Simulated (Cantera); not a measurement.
Cantera run:

```python
import numpy as np
import cantera as ct

gas_names = """
    C CN CO CO2 C2 CCN CNC C2N2 C2O C3 C3O2 C4 C4N2 C5 Fe FeC5O5 FeO N NCO NO NO2 NO3 N2 N2O O O2 O3
""".split()
cond_names = """
    C(gr) Fe(a) Fe(c) Fe(d) Fe(L) FeC5O5(L) FeO(s) FeO(L) Fe2O3(s) Fe3O4(s)
""".split()


# ... load() reads the species with a 1 bar reference pressure and builds the phases ...
atoms = {
    'Fe2O3': {'Fe': 2, 'O': 3},
    'CO': {'C': 1, 'O': 1},
    'N2': {'N': 2},
}
top_T = {'C(gr)': 4500, 'Fe2O3(s)': 1830, 'Fe3O4(s)': 1870}  # K; cautious upper limits of use, not melting points


# ... equilibrate(T, P, feed) seeds the gas with the atoms and calls Mixture.equilibrate('TP', solver="vcs", rtol=1e-11, max_steps=5000) ...
results = []
feed = {'Fe2O3': 1, 'CO': 12, 'N2': 0.13}  # mol
P = 2100  # Pa
for T in [1623, 1723, 1823, 1923, 2023, 2123, 2223, 2323, 2423, 2523, 2623]:
    mix = equilibrate(T, P, feed)
    results.append((T, P, feed, dict(zip(mix.species_names, mix.species_moles))))

top = {s: max(r[3][s] / sum(r[3][g] for g in gas_names) for r in results) for s in gas_names}
cols = sorted((s for s in top if top[s] > 0.0001), key=lambda s: -top[s])[:7]
seen = [c for c in cond_names if any(r[3].get(c, 0) > 1e-12 for r in results)]
print("log10 of partial pressures in bar; condensed amounts in mol")
print(f"{'T/K':>10s}" + "".join(f"{s[:9]:>10s}" for s in cols + seen))
for T, P, feed, n in results:
    ng = sum(n[g] for g in gas_names)
    print(f"{T:10.4g}" + "".join(f"{np.log10(max(n[s] / ng * P / 1e5, 1e-99)):10.3f}" for s in cols)
          + "".join(f"{n.get(c, 0):10.4g}" for c in seen))
```

Result:

```
log10 of partial pressures in bar; condensed amounts in mol
       T/K        CO       CO2        Fe         O       FeO        O2        N2     Fe(c)     Fe(d)     Fe(L)    FeO(s)    FeO(L)
      1623    -1.743    -2.566    -5.777   -10.114    -8.295   -10.787    -3.648     0.568         0         0     1.431         0
      1723    -1.737    -2.614    -5.040    -9.171    -7.408    -9.852    -3.648         0    0.4004         0         0     1.594
      1823    -1.731    -2.665    -4.390    -8.340    -6.635    -9.037    -3.649         0         0    0.2281         0     1.748
      1923    -1.730    -2.697    -3.830    -7.578    -5.947    -8.272    -3.651         0         0   0.08321         0      1.83
      2023    -1.739    -2.676    -3.386    -6.832    -5.331    -7.467    -3.656         0         0         0         0     1.755
      2123    -1.760    -2.597    -3.060    -6.084    -4.776    -6.592    -3.667         0         0         0         0     1.465
      2223    -1.795    -2.502    -2.806    -5.363    -4.275    -5.716    -3.683         0         0         0         0    0.9888
      2323    -1.848    -2.405    -2.606    -4.676    -3.820    -4.858    -3.709         0         0         0         0    0.2594
      2423    -1.863    -2.394    -2.563    -4.156    -3.656    -4.294    -3.722         0         0         0         0         0
      2523    -1.858    -2.430    -2.571    -3.743    -3.618    -3.906    -3.731         0         0         0         0         0
      2623    -1.851    -2.497    -2.578    -3.398    -3.620    -3.620    -3.745         0         0         0         0         0
```

Equilibrium computed with Cantera from the NASA thermochemical tables; the gas is ideal and each condensed phase is pure. Each liquid is taken as pure. Mutual solubility and eutectic melting of coexisting phases are not modelled. The tables' stoichiometric FeO is somewhat more stable than real wüstite, so its field is too wide. FeO: taken at fixed stoichiometry.
